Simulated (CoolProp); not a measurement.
Properties of R152A at several states.

Computed with CoolProp (reference Helmholtz-energy equation of state, Outcalt 1996). It is a modified Benedict-Webb-Rubin equation, recast in Helmholtz form.

```json
[
 {"T (°C)": "-49.05", "p (MPa)": "0.0337", "phase": "liquid", "Z": "0.001125", "cp (kJ/(kg K))": "1.569", "cv (kJ/(kg K))": "1.043", "speed of sound (m/s)": "1012", "viscosity (µPa s)": "418", "fugacity coefficient": "0.8438"},
 {"T (°C)": "213.95", "p (MPa)": "0.494", "phase": "gas", "Z": "0.9826", "cp (kJ/(kg K))": "1.456", "cv (kJ/(kg K))": "1.317", "speed of sound (m/s)": "255.8", "viscosity (µPa s)": "17.9", "fugacity coefficient": "0.9827"},
 {"T (°C)": "210.35", "p (MPa)": "0.0261", "phase": "gas", "Z": "0.9991", "cp (kJ/(kg K))": "1.432", "cv (kJ/(kg K))": "1.305", "speed of sound (m/s)": "258.1", "viscosity (µPa s)": "17.8", "fugacity coefficient": "0.9991"},
 {"T (°C)": "31.95", "p (MPa)": "0.0259", "phase": "gas", "Z": "0.9950", "cp (kJ/(kg K))": "1.044", "cv (kJ/(kg K))": "0.9150", "speed of sound (m/s)": "208.3", "viscosity (µPa s)": "11.4", "fugacity coefficient": "0.9950"},
 {"T (°C)": "100.45", "p (MPa)": "15.3", "phase": "liquid", "Z": "0.4214", "cp (kJ/(kg K))": "1.950", "cv (kJ/(kg K))": "1.255", "speed of sound (m/s)": "499.0", "viscosity (µPa s)": "99.2", "fugacity coefficient": "0.2241"}
]
```

Viscosity comes from a separate model (Bell 2016), an estimate that may be off by 10 % or more.
